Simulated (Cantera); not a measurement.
Cantera run, input and output.

```python
import numpy as np
import cantera as ct

gas = ct.Solution("gri30.yaml", transport_model="mixture-averaged")
show = ['N2', 'CO2', 'CH3']

rows = []
print(f"{'T/K':>7s}{'rho':>11s}{'cp':>10s}{'mu':>11s}{'lambda':>11s}{'Pr':>7s}" + "".join(f"{'D_' + s:>11s}" for s in show))
for T in [400, 600, 800, 1000, 1200, 1400, 1600, 1800, 2000]:
    gas.TPX = T, 1300, {'H2O': 0.22, 'C2H2': 0.81}
    Pr = gas.cp_mass * gas.viscosity / gas.thermal_conductivity
    D = [gas.mix_diff_coeffs_mole[gas.species_index(s)] for s in show]
    rows.append([gas.density, gas.cp_mass, gas.viscosity, gas.thermal_conductivity, Pr, *D])
    print(f"{T:7g}{gas.density:11.4e}{gas.cp_mass:10.1f}{gas.viscosity:11.4e}"
          f"{gas.thermal_conductivity:11.4e}{Pr:7.3f}" + "".join(f"{d:11.4e}" for d in D))
print("SI units: kg/m3, J/kg/K, Pa s, W/m/K, m2/s")
```

Result:

```
    T/K        rho        cp         mu     lambda     Pr       D_N2      D_CO2      D_CH3
    400 9.5080e-03    1926.1 1.3671e-05 3.5973e-02  0.732 2.3324e-03 1.7482e-03 2.4871e-03
    600 6.3387e-03    2197.6 1.9347e-05 5.7852e-02  0.735 4.7741e-03 3.6990e-03 5.1501e-03
    800 4.7540e-03    2390.8 2.4327e-05 7.9648e-02  0.730 7.8350e-03 6.1809e-03 8.5019e-03
   1000 3.8032e-03    2558.1 2.8823e-05 1.0129e-01  0.728 1.1447e-02 9.1269e-03 1.2462e-02
   1200 3.1693e-03    2701.7 3.2960e-05 1.2256e-01  0.727 1.5563e-02 1.2493e-02 1.6979e-02
   1400 2.7166e-03    2821.5 3.6819e-05 1.4333e-01  0.725 2.0151e-02 1.6249e-02 2.2013e-02
   1600 2.3770e-03    2921.2 4.0456e-05 1.6349e-01  0.723 2.5186e-02 2.0370e-02 2.7537e-02
   1800 2.1129e-03    3004.0 4.3910e-05 1.8300e-01  0.721 3.0647e-02 2.4841e-02 3.3528e-02
   2000 1.9016e-03    3072.7 4.7211e-05 2.0183e-01  0.719 3.6518e-02 2.9646e-02 3.9968e-02
SI units: kg/m3, J/kg/K, Pa s, W/m/K, m2/s
```

Detailed kinetics in Cantera: GRI-Mech 3.0 (53 species, 325 reactions). Polar gases are described roughly by these parameters. The composition is frozen, though it would react at the higher temperatures.
